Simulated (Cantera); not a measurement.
An isothermal, constant-pressure homogeneous reactor starts with 28.1 % H2, 15.6 % O2, 56.2 % N2, equivalence ratio 0.90, at 900 K and 0.148 atm.

Cantera simulation using GRI-Mech 3.0 (53 species, 325 reactions); the numbers are that mechanism's predictions, not measurements. Below about 950 K walls govern HO2 and H2O2 in real vessels. The temperature is held fixed by assumption; the heat of reaction is taken as removed at once.

One state of this run: x H2 = 4.10e-5; x O2 = 0.0182; x H2O2 = 8.41e-8; x H = 7.18e-10; x HO2 = 4.32e-7; x NO = 3.07e-8; x OH = 3.05e-8. x: mole fraction; the columns are a selection and need not sum to one.

Task: Which value of t (s) does it belong to?
A. 2.96
B. 0.00259
C. 0.000800
D. 30.9

Result: D, 30.9
